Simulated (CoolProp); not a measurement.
The fluid at 372.37 K and 4.29 MPa flows at 1.3 m/s in a round tube of 4.6 mm bore and 15 µm roughness, fully developed (64/Re and Nu = 3.66 if laminar; Colebrook and Gnielinski if turbulent). The same conditions are run with several fluids, on thermodynamics alone (safety and materials aside).

Model: reference Helmholtz-energy equation of state of each fluid (R143a: Lemmon and Jacobsen 2000; CF4 (R14): Platzer 1990; normal hydrogen: Leachman 2009; nitrogen: Span 2000; C2F6 (R116): Lemmon 2006), in CoolProp. The equations of Platzer and Polt are older, rougher fits.

```
fluid            Reynolds number  Darcy friction factor  pressure drop (Pa/m)  heat-transfer coefficient (W/(m² K))  mass flow (kg/h)
---------------  ---------------  ---------------------  --------------------  ------------------------------------  ----------------
R143a                      60300                 0.0288                  1040                                  1580              15.3
CF4 (R14)                  33800                 0.0301                   713                                   576              10.0
normal hydrogen             1570                 0.0407                  20.4                                   178             0.213
nitrogen                   10600                 0.0351                   247                                   257              2.99
C2F6 (R116)                63600                 0.0287                  1260                                  1150              18.7
```

Transport values come from each fluid's own correlations; those of R143a, CF4 (R14), C2F6 (R116) are estimates that may be off by 10 % or more.
